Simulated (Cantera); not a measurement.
Feed: 1 mol acetone, 0.33 mol NH3, 28 mol N2, held at 1330 Pa.

Method: chemical equilibrium by Gibbs-energy minimisation in Cantera with the NASA 1993 tables (ideal gas, pure condensed phases). Candidate condensed phases: C, C6H6, C7H8, C8H18, H2O; 136 gas species. The feed counts by its element totals alone. Kinetics and transport are ignored.

### Question
Which condensed phases are stable at each of these points (T (°C)): 475, 675, 875, 1075, 1275, 1475, 1675, 1875, 2075, 2275, 2475, 2675?

### Answer
| T (°C) | condensed phases | C condensed (%) |
|---|---|---|
| 475 | C(graphite) | 73.0 |
| 675 | C(graphite) | 66.7 |
| 875 | C(graphite) | 66.7 |
| 1075 | C(graphite) | 66.6 |
| 1275 | C(graphite) | 66.2 |
| 1475 | C(graphite) | 65.0 |
| 1675 | C(graphite) | 62.5 |
| 1875 | C(graphite) | 57.7 |
| 2075 | C(graphite) | 50.2 |
| 2275 | C(graphite) | 40.5 |
| 2475 | C(graphite) | 24.9 |
| 2675 | gas only | 0.0 |

From 475 °C to 2475 °C the condensed part is C(graphite). At 2675 °C nothing is condensed.
